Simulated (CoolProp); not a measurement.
R404A along the isotherm 121.75 °C: fugacity coefficient from the reference equation and from simpler models built on Tc = 72.1 °C, pc = 3.735 MPa, ω = 0.293; each cubic takes its own stable root.

Values from CoolProp's reference Helmholtz-energy equation of state, Lemmon 2003. It is a pseudo-pure fit of the blend.

```
p (MPa)          phase  reference
-------  -------------  ---------
0.0295             gas     0.9982
0.056              gas     0.9966
0.106              gas     0.9936
0.201              gas     0.9879
0.381              gas     0.9771
0.723              gas     0.9568
1.37               gas     0.9191
2.6                gas     0.8497
4.93     supercritical     0.7266
9.34     supercritical     0.5412
```

**Question.** How far does each simpler model (van der Waals, Redlich-Kwong) lie from the reference over these 10 states: mean and median of the absolute difference, and the worst?

**Answer.** 
- van der Waals: mean 0.4 %, median 0.2 %, worst -1.8 % at 121.75 °C and 9.34 MPa
- Redlich-Kwong: mean 0.3 %, median 0.1 %, worst -1.3 % at 121.75 °C and 9.34 MPa
